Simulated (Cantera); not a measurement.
Feed: 1 mol HF, 0.031 mol SO2, 0.13 mol H2, at 3225 K and 2.20 mbar.

Equilibrium computed with Cantera from the NASA thermochemical tables; the gas is ideal and each condensed phase is pure. Candidate condensed phases: H2O, H2SO4, S; 43 gas species. Equilibrium is a limit: real reactors are often held back by kinetics, nucleation or transport.

Base state: H 0.398, HF 0.283, F 0.264, O 0.0331, S 0.0167, H2 0.00386, OH 0.000537, SO 0.000184 (mole fractions); condensed: gas only.

What changes in the equilibrium state with this change: temperature from 3225 K to 873 K?


```json
[
 {"species": "HF", "before": "0.283", "after": "0.884"},
 {"species": "H2O", "before": "1.34e-5", "after": "0.0548"},
 {"species": "H2", "before": "0.00386", "after": "0.0340"},
 {"species": "H", "before": "0.398", "after": "<1e-9"},
 {"species": "F", "before": "0.264", "after": "<1e-9"},
 {"species": "O", "before": "0.0331", "after": "<1e-9"},
 {"species": "S", "before": "0.0167", "after": "<1e-9"},
 {"species": "H2S", "before": "2.28e-8", "after": "0.0261"},
 {"species": "OH", "before": "0.000537", "after": "<1e-9"},
 {"species": "O2", "before": "4.47e-5", "after": "<1e-9"}
]
```
Gases not in the tables: S3 to S7.

What changes in the equilibrium state with this change: temperature from 3225 K to 2273 K?


```
species    before     after
-------  --------  --------
HF          0.283     0.839
H2        0.00386    0.0621
H           0.398    0.0446
F           0.264  0.000658
H2O       1.34e-5    0.0235
SO       0.000184    0.0119
O          0.0331   0.00130
S          0.0167   0.00654
SO2       3.98e-7   0.00614
H2S       2.28e-8   1.79e-5
S2        2.83e-6  0.000400
SH        3.98e-5  0.000606
```
